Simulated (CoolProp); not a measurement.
Properties of hexamethyldisiloxane (MM) along the isobar 9.15 bar (Tc = 518.7 K, pc = 19.31 bar, ω = 0.418).

Values from CoolProp's reference Helmholtz-energy equation of state, Thol 2016.

```csv
T (K),phase,density (kg/m³),cp (kJ/(kg K)),speed of sound (m/s),Joule-Thomson coefficient (K/MPa),fugacity coefficient
317,liquid,741.1,1.947,817.9,-0.3763,0.01569
328.6,liquid,728.6,1.979,778.7,-0.3536,0.02522
340.1,liquid,716.0,2.012,740.2,-0.3289,0.03872
351.7,liquid,703.0,[?],701.7,-0.3011,0.05747
363.2,liquid,[?],2.079,663.8,-0.2702,0.08221
374.8,liquid,676.1,2.114,[?],-0.2345,0.1144
386.4,liquid,661.9,2.150,587.5,-0.1932,0.1550
397.9,liquid,647.3,2.187,549.5,-0.1449,0.2043
409.5,liquid,632.0,2.226,510.8,-0.08602,0.2638
421,liquid,615.9,2.267,471.7,[?],0.3331
432.6,liquid,[?],2.313,431.3,0.07995,0.4134
```

Question: Fill in the missing entries.

Answer: 
- 351.7, cp (kJ/(kg K)): 2.045
- 363.2, density (kg/m³): 689.8
- 374.8, speed of sound (m/s): 625.7
- 421, Joule-Thomson coefficient (K/MPa): -0.01365
- 432.6, density (kg/m³): 598.7
